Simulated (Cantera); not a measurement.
**Gas-phase reforming**

A perfectly stirred reactor is fed with 35.1 % CH₄, 45.6 % CO₂, 19.3 % H₂, at 1.01 bar; it is held at 1400 K, and followed from long to short residence time.

Model: GRI-Mech 3.0 (53 species, 325 reactions), integrated in Cantera.

| τ (s) | x CH₄ | x CO₂ | x H₂ | x C₂H₂ | x HO₂ |
|---|---|---|---|---|---|
| 10 | 0.159 | 0.197 | 0.192 | 0.0558 | <1e-12 |
| 3.2 | 0.238 | 0.298 | 0.179 | 0.0350 | <1e-12 |
| 1.0 | 0.305 | 0.390 | 0.184 | 0.0137 | <1e-12 |
| 0.33 | 0.335 | 0.433 | 0.189 | 0.00408 | <1e-12 |
| 0.10 | 0.346 | 0.449 | 0.191 | 0.000765 | <1e-12 |
| 0.033 | 0.349 | 0.454 | 0.192 | 9.94e-5 | <1e-12 |
| 0.010 | 0.350 | 0.456 | 0.193 | 5.87e-6 | <1e-12 |
| 0.0033 | 0.351 | 0.456 | 0.193 | 2.58e-7 | <1e-12 |
x: mole fraction; the columns are a selection and need not sum to one.
